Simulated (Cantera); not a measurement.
Input: 1 mol SiC, 0.031 mol N2O, 17 mol H2, at 0.440 bar.

Cantera equilibrium calculation (NASA polynomials, part measured and part estimated; ideal gas, pure solids and liquids). Candidate condensed phases: C, C6H6, C7H8, C8H18, H2O, Si, SiC, SiO2, Si2N2O, Si3N4; 151 gas species. Mutual solubility and eutectic melting of coexisting phases are not modelled. Gases not in the tables: Si2H6 and higher silanes. Kinetics and transport are ignored.

log p: log10 of the partial pressure in bar; n: condensed amount in mol.

```csv
T (K),log p H2,log p CH4,log p N2,log p H,log p CO,n C(graphite),n SiC(s),n Si2N2O(s)
1325,-0.36,-2.89,-4.32,-5.97,-4.32,0.00656,0.942,[?]
1400,-0.36,-3.08,-3.61,-5.49,-3.61,0.000829,0.957,[?]
1475,-0.36,-3.52,-3.37,-5.07,-3.37,0,0.971,[?]
1550,-0.36,-4.01,-3.29,-4.68,-3.31,0,0.977,[?]
1625,-0.36,-4.48,-3.23,-4.33,-3.32,0,0.980,[?]
1700,-0.36,-4.88,-3.10,-4.01,-3.41,0,0.984,0
1775,-0.36,-4.95,-3.10,-3.72,-3.41,0,0.984,0
1850,-0.36,-5.00,-3.10,-3.45,-3.41,0,0.984,0
1925,-0.36,-5.06,-3.10,-3.20,-3.40,0,0.983,0
```

Problem. What belongs in the gaps?

Solution. 
- 1325, n Si2N2O(s): 0.0291
- 1400, n Si2N2O(s): 0.0214
- 1475, n Si2N2O(s): 0.0143
- 1550, n Si2N2O(s): 0.0112
- 1625, n Si2N2O(s): 0.00791
